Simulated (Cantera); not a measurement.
A closed system holds: 1 mol Si, 0.0033 mol O₂, 1.2 mol H₂, equilibrated at 540 Pa.

Cantera equilibrium calculation (NASA polynomials, part measured and part estimated; ideal gas, pure solids and liquids). Candidate condensed phases: H₂O, Si, SiO₂; 18 gas species. Gases not in the tables: Si₂H₆ and higher silanes. Rates play no part.

### Question
At 1700 °C, list the 6 most abundant gas species with their mole fractions, and the condensed phases.

### Answer
H₂ 0.970, H 0.0181, Si 0.00584, SiO 0.00539, SiH 0.000306, SiH₂ 8.82e-5. Condensed: Si(l).
